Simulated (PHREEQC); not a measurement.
Model water analysis in mmol/kgw, 25 °C, pH 2.12, pe 8.9:

```
constituent  mmol/kgw
-----------  --------
Na               20.6
K                3.08
Ca               15.2
Mg               3.28
Cl               6.86
S(6)             34.8
Si              0.617
Cu(2)            0.11
Zn              0.648
F                 0.3
```

Na is adjusted to close the charge balance.
Valence states are taken as typed.

Equilibrium calculation in PHREEQC: ion-association model, wateq4f.dat.

This is a speciation only: nothing precipitates in the calculation.

Q: Order these Zn species by the share of Zn that they hold, largest first: ZnSO4, Zn+2, Zn(SO4)2-2, ZnCl+.

A: Zn+2 (54 %), ZnSO4 (39 %), Zn(SO4)2-2 (6.3 %), ZnCl+ (0.42 %)

The pH is 2.12 and the ionic strength 0.0840 mol/kgw. Saturation is exceeded, for instance for Quartz (slow to form), Chalcedony (slow to form); the values hold only as long as no solid forms. SiF6-2 is the database's only silicon fluoride.
